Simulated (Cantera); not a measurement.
A perfectly stirred reactor is fed with H₂ : O₂ = 0.017 : 1 (molar parts), equivalence ratio 0.0085, at 0.0286 atm; it is held at 1425 K, and followed from long to short residence time.

Cantera simulation using GRI-Mech 3.0 (53 species, 325 reactions); the numbers are that mechanism's predictions, not measurements. Radical loss at walls, strong at low pressure, is not modelled.

x: mole fraction; the columns are a selection and need not sum to one.

```
τ (s)    x H₂   x O₂   x H₂O    x HO₂      x O     x OH
-------  ----  -----  ------  -------  -------  -------
0.48        …  0.980  0.0162  5.85e-7  0.00291  0.00108
0.19        …  0.978  0.0160  7.84e-7  0.00480  0.00138
0.073       …  0.975  0.0157  9.95e-7  0.00734  0.00172
0.028       …  0.972  0.0153  1.18e-6  0.00991  0.00204
0.011       …  0.970  0.0149  1.33e-6   0.0117  0.00232
0.0043      …  0.969  0.0143  1.47e-6   0.0123  0.00265
0.0017      …  0.969  0.0133  1.63e-6   0.0118  0.00308
0.00065     …  0.971  0.0112  1.77e-6  0.00999  0.00354
```

### Question
What belongs in the gaps?

### Answer

- 0.48, x H₂: 4.10e-5
- 0.19, x H₂: 6.87e-5
- 0.073, x H₂: 0.000115
- 0.028, x H₂: 0.000195
- 0.011, x H₂: 0.000348
- 0.0043, x H₂: 0.000692
- 0.0017, x H₂: 0.00147
- 0.00065, x H₂: 0.00331
